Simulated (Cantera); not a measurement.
Input: 1 mol B₂O₃, 5.1 mol HCl, 0.11 mol O₂, 2 mol F₂, at 1848 K and 14.0 Pa.

Method: chemical equilibrium by Gibbs-energy minimisation in Cantera with the NASA 1993 tables (ideal gas, pure condensed phases). Candidate condensed phases: B, B₂O₃, B₃O₃H₃, H₂O; 56 gas species. The tables' values for BOCl are old estimates; treat these amounts as uncertain. Equilibrium is a limit: real reactors are often held back by kinetics, nucleation or transport.

Base state: Cl 0.276, HCl 0.237, HF 0.212, BOF 0.191, O₂ 0.0410, H₂O 0.0248, HBO₂ 0.00867, O 0.00324 (mole fractions); condensed: gas only.

Question: What changes in the equilibrium state with this change: HCl from 5.1 to 4 mol?

Answer: 
```
species    before     after
-------  --------  --------
Cl          0.276     0.278
HF          0.212     0.236
BOF         0.191     0.221
HCl         0.237     0.179
H₂O        0.0248    0.0160
O₂         0.0410    0.0551
BF₃       1.30e-5   2.88e-5
H₂       0.000862  0.000481
F         6.82e-5  0.000102
HBO₂      0.00867   0.00584
B₂O₃     0.000244  0.000171
```

Question: What changes in the equilibrium state with this change: temperature from 1848 K to 1273 K?

Answer: 
| species | before | after |
|---|---|---|
| HCl | 0.237 | 0.425 |
| BOF | 0.191 | 0.178 |
| HF | 0.212 | 0.136 |
| Cl | 0.276 | 0.108 |
| BF₃ | 1.30e-5 | 0.0439 |
| Cl₂ | 6.86e-5 | 0.0173 |
| H₂O | 0.0248 | 0.00269 |
| O₂ | 0.0410 | 0.0880 |
| H | 0.00132 | 1.22e-8 |
| B₃O₃F₃ | <1e-9 | 7.14e-5 |
| BO | 2.44e-5 | <1e-9 |
| H₂ | 0.000862 | 4.08e-8 |
| O | 0.00324 | 2.70e-6 |
